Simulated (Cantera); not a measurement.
A closed system holds: 1 mol Cu2O, 2.1 mol CH4, 2.9 mol CO, equilibrated at 677 °C and 55000 Pa.

Cantera equilibrium calculation (NASA polynomials, part measured and part estimated; ideal gas, pure solids and liquids). Candidate condensed phases: C, C6H6, C7H8, C8H18, Cu, CuO, Cu(OH)2, Cu2O, H2O; 113 gas species. Rates play no part.

Base state: H2 0.494, CO 0.314, CO2 0.0905, H2O 0.0796, CH4 0.0225 (mole fractions); condensed: C(graphite) + Cu(s).

Task: What changes in the equilibrium state with this change: CH4 from 2.1 to 4.3 mol?

Result: 
```json
[
 {"species": "H2", "before": "0.494", "after": "0.644"},
 {"species": "CO", "before": "0.314", "after": "0.209"},
 {"species": "H2O", "before": "0.0796", "after": "0.0690"},
 {"species": "CO2", "before": "0.0905", "after": "0.0401"},
 {"species": "CH4", "before": "0.0225", "after": "0.0382"},
 {"species": "C(graphite), mol", "before": "2.10", "after": "4.07"},
 {"species": "Cu(s), mol", "before": "2.00", "after": "2.00"}
]
```

Task: What changes in the equilibrium state with this change: CH4 from 2.1 to 1 mol?

Result: 
| species | before | after |
|---|---|---|
| CO | 0.314 | 0.423 |
| H2 | 0.494 | 0.331 |
| CO2 | 0.0905 | 0.165 |
| CH4 | 0.0225 | 0.0101 |
| H2O | 0.0796 | 0.0718 |
| C(graphite), mol | 2.10 | 1.07 |
| Cu(s), mol | 2.00 | 2.00 |
